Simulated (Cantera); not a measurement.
Cantera run:

```python
import numpy as np
import cantera as ct

gas_names = """
    CL2 CL
""".split()
cond_names = """
    Sr(a) Sr(b) Sr(L) SrCL2(a) SrCL2(b) SrCL2(L)
""".split()


# ... load() reads the species with a 1 bar reference pressure and builds the phases ...
species = {s.name: s for s in load("nasa_gas.yaml", gas_names) + load("nasa_condensed.yaml", cond_names)}
# Each term lists the table entries of one substance; the one whose range holds T is used.
reactions = {
    'Sr + Cl2(g) = SrCl2':
        [(-1, ['Sr(a)', 'Sr(b)', 'Sr(L)']), (-1, ['CL2']), (1, ['SrCL2(a)', 'SrCL2(b)', 'SrCL2(L)'])],
    'SrCl2 = 2 Cl(g) + Sr':
        [(-1, ['SrCL2(a)', 'SrCL2(b)', 'SrCL2(L)']), (2, ['CL']), (1, ['Sr(a)', 'Sr(b)', 'Sr(L)'])],
}


def pick(names, T):
    return next(species[n] for n in names if species[n].thermo.min_temp <= T <= species[n].thermo.max_temp)


results = []
for label, terms in reactions.items():
    print(label)
    print("     T/K   dH/kJ  dS/(J/K)   dG/kJ   log10 K")
    for T in [1200, 1250, 1300, 1350, 1400, 1450, 1500, 1550, 1600, 1650, 1700]:
        used = [(nu, pick(names, T)) for nu, names in terms]
        dH = sum(nu * s.thermo.h(T) for nu, s in used) / 1e6
        dS = sum(nu * s.thermo.s(T) for nu, s in used) / 1e3
        dG = dH - T * dS / 1e3
        logK = -dG * 1e6 / (ct.gas_constant * T * np.log(10))
        results.append((label, T, dH, dS, dG, logK, [s.name for _, s in used]))
        print(f"{T:8g} {dH:8.1f} {dS:8.1f} {dG:8.1f} {logK:8.2f}")
```

It prints:

```
Sr + Cl2(g) = SrCl2
     T/K   dH/kJ  dS/(J/K)   dG/kJ   log10 K
    1200   -791.6   -120.0   -647.6    28.19
    1250   -790.1   -118.8   -641.6    26.81
    1300   -788.6   -117.6   -635.7    25.54
    1350   -787.1   -116.5   -629.8    24.37
    1400   -785.6   -115.4   -624.0    23.28
    1450   -784.1   -114.4   -618.3    22.27
    1500   -782.6   -113.3   -612.6    21.33
    1550   -781.1   -112.4   -607.0    20.45
    1600   -779.6   -111.4   -601.4    19.63
    1650   -778.1   -110.5   -595.8    18.86
    1700   -776.7   -109.6   -590.3    18.14
SrCl2 = 2 Cl(g) + Sr
     T/K   dH/kJ  dS/(J/K)   dG/kJ   log10 K
    1200   1041.7    239.4    754.4   -32.84
    1250   1040.5    238.4    742.5   -31.03
    1300   1039.3    237.5    730.6   -29.35
    1350   1038.1    236.6    718.7   -27.81
    1400   1036.9    235.7    706.9   -26.38
    1450   1035.7    234.8    695.2   -25.04
    1500   1034.5    234.0    683.5   -23.80
    1550   1033.3    233.2    671.8   -22.64
    1600   1032.0    232.4    660.1   -21.55
    1650   1030.8    231.7    648.5   -20.53
    1700   1029.6    231.0    637.0   -19.57
```

Standard-state values (1 bar) from the NASA 1993 polynomials, evaluated with Cantera. Condensed species are held in their standard states even where they would react or evaporate.
